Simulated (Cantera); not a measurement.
A freely propagating, adiabatic, planar premixed flame of H2 : O2 : N2 = 1 : 0.5 : 1.88 (molar parts), unburnt at 575 K and 0.180 bar; mixture-averaged transport, grid criteria slope 0.08 and curve 0.16, no radiation.

Cantera simulation using the H2/O2 subset of GRI-Mech 3.0, which has no nitrogen chemistry; the numbers are that mechanism's predictions, not measurements. Burning velocities carry a grid error of a few per cent, more on coarse grids.

**Question.** How do the results move with these cheaper or finer settings: unity-Lewis-number transport; multicomponent transport; multicomponent+Soret transport; grid criteria slope 0.5, curve 1; grid criteria slope 0.25, curve 0.5; grid criteria slope 0.03, curve 0.06?

**Answer.** 
```csv
setting,laminar burning velocity,thermal thickness,peak x(OH),peak x(HO2),grid points
as above,576 cm/s,4.34 mm,0.0190,7.37e-5,135
unity-Lewis-number transport,366 cm/s,3.17 mm,0.0188,6.45e-5,128
multicomponent transport,565 cm/s,4.31 mm,0.0189,7.38e-5,135
multicomponent+Soret transport,541 cm/s,4.26 mm,0.0189,7.39e-5,135
"grid criteria slope 0.5, curve 1",791 cm/s,6.90 mm,0.0188,7.00e-5,42
"grid criteria slope 0.25, curve 0.5",623 cm/s,4.91 mm,0.0192,7.21e-5,71
"grid criteria slope 0.03, curve 0.06",564 cm/s,4.21 mm,0.0189,7.40e-5,285
```
Unity Lewis numbers drop preferential diffusion, which matters most where H2 and H carry the flame; Soret adds thermal diffusion.
